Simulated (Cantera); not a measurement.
Input: 1 mol Si(CH₃)₄, 0.099 mol C₃H₈, 6.4 mol H₂, 0.061 mol HCl, equilibrated at 2200 K and 1.33 mbar.

These are equilibrium values from Cantera (NASA tables, ideal gas, pure condensed phases), not measurements of a reactor. The tables' values for SiCl are old estimates; treat these amounts as uncertain. Gases not in the tables: Si₂H₆ and higher silanes. Rates play no part.

```tsv
species	before	after
H₂	0.819	0.982
H	0.140	0.0107
HCl	0.00372	0.00467
Si	0.0297	0.000147
CH₄	2.35e-7	6.84e-5
Si₂	5.10e-5	2.52e-7
Si₂C	0.00174	8.60e-6
SiC₂	0.00285	1.41e-5
CH₃	7.68e-7	1.43e-5
C₂H	1.24e-5	9.53e-7
C(graphite), mol	3.66	3.23
SiC(s), mol	0.474	0.997
```
Gas species are given as mole fractions.

Task: What was changed between the two runs?
(A) pressure from 1.33 mbar to 0.270 bar
(B) temperature from 2200 K to 1023.15 K
(C) pressure from 1.33 mbar to 10.0 mbar
(D) HCl from 0.061 to 5 mol

Result: A, pressure from 1.33 mbar to 0.270 bar
